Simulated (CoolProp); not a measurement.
Vapour-liquid equilibrium of dimethyl carbonate (1) + n-heptane (2) at 109.05 °C; x and y are mole fractions of (1).

The numbers come from the multi-fluid Helmholtz-energy mixture model, Zhou 2011 and Span 2003; pair parameters Bell 2016 in CoolProp.

```csv
x,bubble pressure (MPa),y at the bubble point,dew pressure at overall composition x (MPa),liquid density (mol/L)
0.05,0.1564,0.157,0.1429,6.147
0.15,0.1844,0.341,0.1554,6.405
0.25,0.2022,0.444,0.1698,6.693
0.35,0.2128,0.510,0.1860,7.016
0.45,0.2188,0.557,0.2032,7.380
0.55,0.2217,0.596,0.2180,7.794
0.65,0.2222,0.633,0.2217,8.265
0.75,0.2199,0.678,0.2125,8.802
0.85,0.2128,0.747,0.1991,9.416
0.95,0.1952,0.878,0.1854,10.12
```

y crosses x between x = 0.55 and 0.65: the model has an azeotrope there.

The pair parameters rest on a limited set of measurements; away from them the model extrapolates.
